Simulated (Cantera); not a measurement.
Mixture: CH₄ : O₂ : N₂ = 1 : 0.909 : 3.42 (molar parts), equivalence ratio 2.2, at 32.6 atm, adiabatic and at constant pressure. Ignition delay is the time to a rise of 400 K.

Model: GRI-Mech 3.0 (53 species, 325 reactions), integrated in Cantera. The pressure lies above the range GRI-Mech 3.0 was tuned for (to about 10 atm).

```csv
quantity,before,after
delay at 1248 K,1.04 ms,2.61 ms
delay at 1448 K,0.141 ms,0.314 ms
delay at 1648 K,24.9 µs,49.1 µs
delay at 1848 K,5.45 µs,10.2 µs
apparent activation energy between 1748 and 1948 K,200 kJ/mol,200 kJ/mol
```

Q: Name the change that produced these shifts.
A. pressure from 32.6 atm to 0.484 atm
B. constant volume in place of constant pressure
C. pressure from 32.6 atm to 14.8 atm
D. pressure from 32.6 atm to 1.00 atm

A: C, pressure from 32.6 atm to 14.8 atm
